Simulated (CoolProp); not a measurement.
The numbers come from the reference Helmholtz-energy equation of state, Thol 2016 in CoolProp.

Give the vapour pressure (MPa), enthalpy of vaporisation (kJ/kg), vapour Z of saturated hexamethyldisiloxane (MM) at 127.45, 136.35, 206.85 °C.


```json
[
 {"T (°C)": "127.45", "p (MPa)": "0.208", "enthalpy of vaporisation (kJ/kg)": "178", "vapour Z": "0.895"},
 {"T (°C)": "136.35", "p (MPa)": "0.258", "enthalpy of vaporisation (kJ/kg)": "172", "vapour Z": "0.877"},
 {"T (°C)": "206.85", "p (MPa)": "1.04", "enthalpy of vaporisation (kJ/kg)": "115", "vapour Z": "0.659"}
]
```
